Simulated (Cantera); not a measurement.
A closed system holds: 1 mol CaO, 1 mol Cl2, 3.7 mol H2, at 400 °C.

Method: chemical equilibrium by Gibbs-energy minimisation in Cantera with the NASA 1993 tables (ideal gas, pure condensed phases). Candidate condensed phases: Ca, CaCl2, CaO, Ca(OH)2, H2O; 21 gas species. Condensed phases not in the tables: oxide chlorides. The numbers say what is thermodynamically allowed, not how fast it happens.

x: gas mole fraction; n: condensed amount in mol.

```
P (Pa)   x H2  x H2O    x HCl  n CaCl2(s)  n CaO(s)
------  -----  -----  -------  ----------  --------
1       0.729  0.270      ___       0.999   0.00123
3.60    0.730  0.270      ___       0.999  0.000649
13      0.730  0.270      ___       1.000  0.000341
46      0.730  0.270      ___       1.000  0.000182
170     0.730  0.270      ___       1.000         0
600     0.730  0.270      ___       1.000         0
2200    0.730  0.270      ___       1.000         0
7700    0.730  0.270      ___       1.000         0
28000   0.730  0.270  4.33e-6       1.000         0
100000  0.730  0.270  4.33e-6       1.000         0
```

**Question.** Fill in the missing entries.

**Answer.** 
- 1, x HCl: 0.000665
- 3.60, x HCl: 0.000351
- 13, x HCl: 0.000185
- 46, x HCl: 9.81e-5
- 170, x HCl: 5.10e-5
- 600, x HCl: 2.72e-5
- 2200, x HCl: 1.42e-5
- 7700, x HCl: 7.58e-6
